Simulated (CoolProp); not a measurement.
Vapour-liquid equilibrium of cis-2-butene (1) + ethanol (2) at 357.4 K; x and y are mole fractions of (1).

Values from CoolProp's multi-fluid Helmholtz-energy mixture model, Lemmon 2005 and Schroeder 2014; pair parameters Bell 2016.

```json
[
 {"x": "0.05", "bubble pressure (kPa)": "286.8", "y at the bubble point": "0.562", "dew pressure at overall composition x (kPa)": "133.7", "liquid density (mol/L)": "15.44"},
 {"x": "0.15", "bubble pressure (kPa)": "553.2", "y at the bubble point": "0.781", "dew pressure at overall composition x (kPa)": "149.4", "liquid density (mol/L)": "14.63"},
 {"x": "0.25", "bubble pressure (kPa)": "727.4", "y at the bubble point": "0.840", "dew pressure at overall composition x (kPa)": "169.2", "liquid density (mol/L)": "13.86"},
 {"x": "0.35", "bubble pressure (kPa)": "820.0", "y at the bubble point": "0.863", "dew pressure at overall composition x (kPa)": "194.9", "liquid density (mol/L)": "…"},
 {"x": "0.45", "bubble pressure (kPa)": "861.7", "y at the bubble point": "0.872", "dew pressure at overall composition x (kPa)": "…", "liquid density (mol/L)": "12.42"},
 {"x": "0.55", "bubble pressure (kPa)": "882.2", "y at the bubble point": "0.878", "dew pressure at overall composition x (kPa)": "279.4", "liquid density (mol/L)": "11.77"},
 {"x": "0.65", "bubble pressure (kPa)": "901.1", "y at the bubble point": "0.885", "dew pressure at overall composition x (kPa)": "…", "liquid density (mol/L)": "11.17"},
 {"x": "0.75", "bubble pressure (kPa)": "928.0", "y at the bubble point": "0.897", "dew pressure at overall composition x (kPa)": "489.1", "liquid density (mol/L)": "10.62"},
 {"x": "0.85", "bubble pressure (kPa)": "964.2", "y at the bubble point": "0.922", "dew pressure at overall composition x (kPa)": "767.1", "liquid density (mol/L)": "…"},
 {"x": "0.95", "bubble pressure (kPa)": "1004", "y at the bubble point": "0.966", "dew pressure at overall composition x (kPa)": "992.2", "liquid density (mol/L)": "…"}
]
```

Problem. Some entries are withheld; supply them.

Solution. 
- 0.35, liquid density (mol/L): 13.12
- 0.45, dew pressure at overall composition x (kPa): 229.7
- 0.65, dew pressure at overall composition x (kPa): 355.9
- 0.85, liquid density (mol/L): 10.14
- 0.95, liquid density (mol/L): 9.731

No azeotrope shows between x = 0.05 and 0.95.

Pair parameters are fitted to limited data, so mixtures are less certain than the pure fluids. With so large a gap from Raoult's law the liquid may split in two, which this calculation doesn't test in full.
